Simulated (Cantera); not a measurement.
**Moist CO burnout**

An isothermal, constant-pressure homogeneous reactor starts with 0.277 % CO, 0.683 % O2, 0.0307 % H2O, 99.0 % N2, at 1350 K and 7.20 bar.

Cantera simulation using GRI-Mech 3.0 (53 species, 325 reactions); the numbers are that mechanism's predictions, not measurements.

| t (s) | x CO | x O2 | x H2O | x NO | x HO2 | x H2O2 |
|---|---|---|---|---|---|---|
| 2.00e-5 | 0.00277 | 0.00683 | 0.000307 | <1e-12 | 5.09e-12 | <1e-12 |
| 0.000112 | 0.00277 | 0.00683 | 0.000307 | <1e-12 | 2.42e-10 | <1e-12 |
| 0.000632 | 0.00277 | 0.00683 | 0.000307 | <1e-12 | 1.74e-8 | 1.20e-12 |
| 0.00356 | 0.00241 | 0.00664 | 0.000301 | 1.57e-8 | 2.08e-6 | 8.99e-9 |
| 0.0200 | 0.000551 | 0.00572 | 0.000304 | 6.61e-7 | 9.70e-7 | 2.50e-9 |
| 0.112 | 1.07e-5 | 0.00546 | 0.000307 | 1.29e-6 | 5.39e-8 | 1.47e-10 |
| 0.632 | 3.67e-8 | 0.00545 | 0.000307 | 1.39e-6 | 6.56e-10 | 7.79e-12 |
| 3.56 | 5.65e-9 | 0.00545 | 0.000307 | 1.39e-6 | 3.47e-10 | 4.83e-12 |
| 20.0 | 5.65e-9 | 0.00545 | 0.000307 | 1.39e-6 | 3.47e-10 | 4.83e-12 |
x: mole fraction; the columns are a selection and need not sum to one.

Equilibrium at this temperature and pressure: CO 5.68e-9, O2 0.00540, H2O 0.000307, NO 9.80e-5, HO2 3.45e-10, H2O2 4.81e-12 (gas phase only).
